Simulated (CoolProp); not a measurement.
Saturation properties of R1234yf (Tc = 367.8 K, pc = 3.384 MPa, ω = 0.276).

Computed with CoolProp (reference Helmholtz-energy equation of state, Lemmon 2022).

```csv
T (K),p (MPa),vapour density (kg/m³),enthalpy of vaporisation (kJ/kg),liquid cp (kJ/(kg K)),surface tension (mN/m),vapour viscosity (µPa s)
210,0.01735,1.148,197.8,1.150,19.3,8.64
216.8,0.02611,1.681,194.5,1.162,18.1,8.93
223.6,0.03815,2.395,191.2,1.175,17.0,9.22
230.5,0.05457,3.346,187.7,1.190,15.9,9.51
237.3,0.07583,4.552,184.2,1.205,14.8,9.80
244.1,0.1032,6.077,180.6,1.220,13.7,10.1
251,0.1382,8.008,176.8,1.237,12.7,10.4
257.8,0.1812,10.35,172.9,1.255,11.7,10.7
```

It boils at 243.7 K under 1 atm.

Viscosity comes from a separate model (Bell 2016), an estimate that may be off by 10 % or more. Surface tension comes from a separate correlation (Mulero 2012).
